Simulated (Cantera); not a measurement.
Charge: 1 mol Si, 16 mol HBr, 9.6 mol N2, held at 0.0405 Torr.

Cantera equilibrium calculation (NASA polynomials, part measured and part estimated; ideal gas, pure solids and liquids). Candidate condensed phases: Br2, Si, Si3N4; 28 gas species. The tables' values for SiBr3 are old estimates; treat these amounts as uncertain. Equilibrium is a limit: real reactors are often held back by kinetics, nucleation or transport.

Q: At 1348 K, list the 4 most abundant gas species with their mole fractions, and the condensed phases.

A: HBr 0.431, N2 0.358, Br 0.0899, H2 0.0828. Condensed: gas only.
